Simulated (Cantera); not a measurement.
Charge: 1 mol C2H6, 0.6 mol O2, 0.97 mol H2, at 3023.15 K.

Equilibrium computed with Cantera from the NASA thermochemical tables; the gas is ideal and each condensed phase is pure. Candidate condensed phases: C, C6H6, C7H8, C8H18, H2O; 110 gas species. Equilibrium is a limit: real reactors are often held back by kinetics, nucleation or transport.

### Question
At 630000 Pa, list the 5 most abundant gas species with their mole fractions, and the condensed phases.

### Answer
H2 0.672, CO 0.226, H 0.0553, C2H2 (acetylene) 0.0447, C4H2 0.00124. Condensed: C(graphite).
